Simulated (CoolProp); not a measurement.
C3F8 (R218) at 293.15 K and 0.468 MPa is compressed adiabatically to 2.79 MPa with isentropic efficiency 0.7. Each further row changes one setting.

Computed with CoolProp (reference Helmholtz-energy equation of state, Lemmon 2006). It is a short technical equation, of lower accuracy than the large ones.

| case | work (kJ/kg) | final temperature (K) | final density (kg/m³) |
|---|---|---|---|
| as stated | 25.4 | 354.9 | 349 |
| efficiency 1 | 17.8 | 351.2 | 402 |
| efficiency 0.65 | 27.3 | 356.1 | 338 |
